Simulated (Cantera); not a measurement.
## Adiabatic ignition

An adiabatic, constant-volume homogeneous reactor starts with CH₄ : O₂ : N₂ = 1 : 1.43 : 5.37 (molar parts), at 1025 K and 3.65 atm.

Detailed kinetics in Cantera: GRI-Mech 3.0 (53 species, 325 reactions).

```tsv
t (s)	T (K)	P (bar)	x CH₄	x O₂	x H₂O	x HCO	x N₂O	x C₂H₂	x HO₂
2.00e-6	1025	3.70	0.128	0.183	<1e-12	<1e-12	<1e-12	<1e-12	1.63e-10
6.59e-6	1025	3.70	0.128	0.183	1.68e-12	<1e-12	<1e-12	<1e-12	5.37e-10
2.17e-5	1025	3.70	0.128	0.183	1.88e-11	<1e-12	<1e-12	<1e-12	1.76e-9
7.14e-5	1025	3.70	0.128	0.183	2.11e-10	<1e-12	<1e-12	<1e-12	5.75e-9
0.000235	1025	3.70	0.128	0.183	2.44e-9	<1e-12	<1e-12	<1e-12	1.83e-8
0.000775	1025	3.70	0.128	0.183	3.29e-8	<1e-12	<1e-12	<1e-12	5.39e-8
0.00255	1025	3.70	0.128	0.183	5.46e-7	<1e-12	<1e-12	<1e-12	1.21e-7
0.00840	1025	3.70	0.128	0.183	5.77e-6	<1e-12	1.39e-12	<1e-12	1.62e-7
0.0277	1025	3.70	0.128	0.183	3.15e-5	1.29e-12	7.07e-12	2.02e-12	2.81e-7
0.0911	1027	3.71	0.128	0.183	0.000244	1.29e-11	5.58e-11	1.59e-10	9.73e-7
0.300	2830	11.0	9.68e-12	0.000532	0.175	5.43e-7	2.91e-7	<1e-12	8.31e-7
```
x: mole fraction; the columns are a selection and need not sum to one.

```
Item                                                                  Result
---------------------------------  -----------------------------------------
time of steepest temperature rise                                    0.197 s
temperature at 0.300 s                                                2830 K
equilibrium temperature                                               2830 K
x(CH₄) at 0.300 s                  9.68e-12 (gas-phase equilibrium 1.11e-11)
x(O₂) at 0.300 s                   0.000532 (gas-phase equilibrium 0.000532)
x(H₂O) at 0.300 s                        0.175 (gas-phase equilibrium 0.175)
```
